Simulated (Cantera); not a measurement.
Input: 1 mol CuO, 0.69 mol CH4, 11 mol N2, at 1448.15 K and 0.0100 bar.

These are equilibrium values from Cantera (NASA tables, ideal gas, pure condensed phases), not measurements of a reactor. Candidate condensed phases: C, C6H6, C7H8, C8H18, Cu, CuO, Cu(OH)2, Cu2O, H2O; 139 gas species. Equilibrium is a limit: real reactors are often held back by kinetics, nucleation or transport.

Base state: N2 0.841, H2 0.0863, CO 0.0483, H2O 0.0192, CO2 0.00452, Cu 0.000333, H 2.71e-5 (mole fractions); condensed: Cu(l).

What changes in the equilibrium state with this change: temperature from 1448.15 K to 2473 K?


```tsv
species	before	after
N2	0.841	0.758
Cu	0.000333	0.0690
H2	0.0863	0.0539
H	2.71e-5	0.0518
H2O	0.0192	0.0140
CO	0.0483	0.0457
O	<1e-9	0.00172
O2	<1e-9	0.000183
Cu(l), mol	0.996	0
```
